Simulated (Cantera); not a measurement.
Feed: 1 mol Si₃N₄, 0.0017 mol H₂O, 840 mol N₂, 0.00044 mol CH₄, at 1.70 mbar.

Cantera equilibrium calculation (NASA polynomials, part measured and part estimated; ideal gas, pure solids and liquids). Candidate condensed phases: C, C₆H₆, C₇H₈, C₈H₁₈, H₂O, Si, SiC, SiO₂, Si₂N₂O, Si₃N₄; 151 gas species. Mutual solubility and eutectic melting of coexisting phases are not modelled. Rates play no part.

What share of the Si ends up in condensed phases as a function of T (K), at 1298, 1398, 1498, 1598, 1698, 1798, 1898, 1998?


| T (K) | Si condensed (%) | as |
|---|---|---|
| 1298 | 100.0 | Si₂N₂O(s) + Si₃N₄(s) |
| 1398 | 100.0 | Si₃N₄(s) |
| 1498 | 99.9 | Si₃N₄(s) |
| 1598 | 99.4 | Si₃N₄(s) |
| 1698 | 88.7 | Si₃N₄(s) |
| 1798 | 44.1 | Si(l) |
| 1898 | 0.0 | - |
| 1998 | 0.0 | - |
